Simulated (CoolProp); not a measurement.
Properties of cyclopentane along the isotherm 550 K.

The numbers come from the reference Helmholtz-energy equation of state, Gedanitz 2015 in CoolProp.

```json
[
 {"p (bar)": "0.725", "phase": "gas", "density (kg/m³)": "1.117", "cv (kJ/(kg K))": "2.243", "speed of sound (m/s)": "261.0", "expansivity (1/kK)": "1.845", "conductivity (mW/(m K))": "42.8"},
 {"p (bar)": "1.29", "phase": "gas", "density (kg/m³)": "1.994", "cv (kJ/(kg K))": "2.244", "speed of sound (m/s)": "260.2", "expansivity (1/kK)": "1.867", "conductivity (mW/(m K))": "(withheld)"},
 {"p (bar)": "2.29", "phase": "gas", "density (kg/m³)": "3.562", "cv (kJ/(kg K))": "2.246", "speed of sound (m/s)": "258.8", "expansivity (1/kK)": "1.906", "conductivity (mW/(m K))": "43.2"},
 {"p (bar)": "4.07", "phase": "gas", "density (kg/m³)": "6.403", "cv (kJ/(kg K))": "2.248", "speed of sound (m/s)": "(withheld)", "expansivity (1/kK)": "1.979", "conductivity (mW/(m K))": "43.6"},
 {"p (bar)": "7.25", "phase": "gas", "density (kg/m³)": "11.64", "cv (kJ/(kg K))": "2.253", "speed of sound (m/s)": "251.5", "expansivity (1/kK)": "2.119", "conductivity (mW/(m K))": "(withheld)"},
 {"p (bar)": "12.9", "phase": "gas", "density (kg/m³)": "21.55", "cv (kJ/(kg K))": "2.261", "speed of sound (m/s)": "242.9", "expansivity (1/kK)": "2.411", "conductivity (mW/(m K))": "45.9"},
 {"p (bar)": "22.9", "phase": "gas", "density (kg/m³)": "41.37", "cv (kJ/(kg K))": "(withheld)", "speed of sound (m/s)": "226.6", "expansivity (1/kK)": "3.113", "conductivity (mW/(m K))": "48.7"},
 {"p (bar)": "40.7", "phase": "gas", "density (kg/m³)": "88.35", "cv (kJ/(kg K))": "2.320", "speed of sound (m/s)": "193.1", "expansivity (1/kK)": "5.641", "conductivity (mW/(m K))": "54.5"},
 {"p (bar)": "72.5", "phase": "supercritical", "density (kg/m³)": "288.8", "cv (kJ/(kg K))": "2.411", "speed of sound (m/s)": "159.6", "expansivity (1/kK)": "20.03", "conductivity (mW/(m K))": "69.7"},
 {"p (bar)": "129", "phase": "supercritical", "density (kg/m³)": "452.0", "cv (kJ/(kg K))": "2.357", "speed of sound (m/s)": "(withheld)", "expansivity (1/kK)": "4.057", "conductivity (mW/(m K))": "74.8"},
 {"p (bar)": "229", "phase": "supercritical", "density (kg/m³)": "517.2", "cv (kJ/(kg K))": "2.340", "speed of sound (m/s)": "538.1", "expansivity (1/kK)": "2.108", "conductivity (mW/(m K))": "83.6"}
]
```

Task: Some entries are withheld; supply them.

Result: 
- 1.29, conductivity (mW/(m K)): 42.9
- 4.07, speed of sound (m/s): 256.2
- 7.25, conductivity (mW/(m K)): 44.5
- 22.9, cv (kJ/(kg K)): 2.279
- 129, speed of sound (m/s): 352.5

Thermal conductivity comes from a separate model (Vassiliou 2015).
